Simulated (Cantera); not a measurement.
**Thermodynamics of oxide etching and cleaning by halides, feed Fe₂O₃ + Cl₂ + N₂**

Charge: 1 mol Fe₂O₃, 21 mol Cl₂, 3.2 mol N₂, equilibrated at 7.50 Torr.

Method: chemical equilibrium by Gibbs-energy minimisation in Cantera with the NASA 1993 tables (ideal gas, pure condensed phases). Candidate condensed phases: Fe, FeCl₂, FeCl₃, FeO, Fe₂O₃, Fe₃O₄; 19 gas species. Condensed phases not in the tables: FeOCl. Rates play no part.

From 502 °C to 702 °C the condensed part is Fe₂O₃(s). From 802 °C to 1402 °C nothing is condensed. The main Fe-bearing gas is FeCl₃ at 502 °C and FeCl₂ at 1402 °C.

```tsv
T (°C)	x Cl₂	x Cl	x N₂	x FeCl₃	x O₂	x FeCl₂	n Fe₂O₃(s)
502	0.861	4.77e-5	0.132	0.00391	0.00299	3.15e-6	0.952
602	0.837	0.000421	0.132	0.0176	0.0133	0.000102	0.784
702	0.772	0.00233	0.130	0.0532	0.0412	0.00153	0.325
802	0.722	0.00938	0.128	0.0725	0.0602	0.00768	0
902	0.705	0.0304	0.126	0.0605	0.0592	0.0185	0
1002	0.664	0.0805	0.122	0.0433	0.0572	0.0331	0
1102	0.581	0.178	0.115	0.0262	0.0538	0.0457	0
1202	0.450	0.330	0.105	0.0136	0.0489	0.0518	0
1302	0.293	0.512	0.0929	0.00624	0.0433	0.0519	0
1402	0.158	0.668	0.0829	0.00263	0.0386	0.0493	0
```
x: gas mole fraction; n: condensed amount in mol.
